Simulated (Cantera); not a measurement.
A closed system holds: 1 mol CO, 0.92 mol H2O, held at 1198 K and 46.0 Pa.

Cantera equilibrium calculation (NASA polynomials, part measured and part estimated; ideal gas, pure solids and liquids). Candidate condensed phases: C, C6H6, C7H8, C8H18, H2O; 110 gas species. The numbers say what is thermodynamically allowed, not how fast it happens.

Base state: CO 0.291, H2O 0.249, CO2 0.230, H2 0.230 (mole fractions); condensed: gas only.

**Question.** What changes in the equilibrium state with this change: temperature from 1198 K to 1773.15 K?

**Answer.** 
| species | before | after |
|---|---|---|
| CO | 0.291 | 0.348 |
| H2O | 0.249 | 0.306 |
| CO2 | 0.230 | 0.171 |
| H2 | 0.230 | 0.168 |
| OH | 3.63e-8 | 0.000615 |
| O | <1e-9 | 1.55e-5 |
| O2 | <1e-9 | 1.26e-5 |

**Question.** What changes in the equilibrium state with this change: temperature from 1198 K to 2073.15 K?

**Answer.** 
```tsv
species	before	after
CO	0.291	0.352
H2O	0.249	0.294
CO2	0.230	0.151
H2	0.230	0.141
OH	3.63e-8	0.0109
H	4.25e-6	0.0461
O	<1e-9	0.00256
O2	<1e-9	0.00228
```

**Question.** What changes in the equilibrium state with this change: temperature from 1198 K to 2148.15 K?

**Answer.** 
```
species   before    after
-------  -------  -------
CO         0.291    0.350
H2O        0.249    0.273
CO2        0.230    0.140
H2         0.230    0.133
H        4.25e-6   0.0710
OH       3.63e-8   0.0187
O          <1e-9  0.00703
O2         <1e-9  0.00610
```
